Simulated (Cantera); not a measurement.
A jet of 1.53 % H2, 12.0 % O2, 86.4 % N2, equivalence ratio 0.064 at 300 K and 49000 Pa hits a platinum plate 3.4 cm away at a mass flux of 0.056 kg/m²/s; the plate temperature is set and raised in steps from an oxygen-covered start.

Detailed kinetics in Cantera: Deutschmann's 1995 Pt surface mechanism with GRI-Mech 3.0 gas chemistry. Catalytic surfaces can have several steady states; this one follows from the mechanism file's or the stated starting coverage.

x: mole fraction at the wall; θ: surface coverage.

```
plate T (K)  wall x H2  wall x O2  wall x H2O  wall x OH  θ free Pt   θ O*    θ OH*
-----------  ---------  ---------  ----------  ---------  ---------  -----  -------
700                [?]      0.105      0.0277      <1e-8     0.0209  0.976  0.00327
750                [?]      0.105      0.0281      <1e-8     0.0303  0.967  0.00286
800                [?]      0.104      0.0284      <1e-8     0.0510  0.946  0.00278
850                [?]      0.104      0.0286      <1e-8     0.0836  0.914  0.00272
900                [?]      0.104      0.0287    2.04e-8      0.127  0.871  0.00261
950                [?]      0.104      0.0286    5.49e-8      0.177  0.821  0.00245
```

Task: Some entries are withheld; supply them.

Result: 
- 700, wall x H2: 0.000960
- 750, wall x H2: 0.000705
- 800, wall x H2: 0.000444
- 850, wall x H2: 0.000283
- 900, wall x H2: 0.000194
- 950, wall x H2: 0.000144
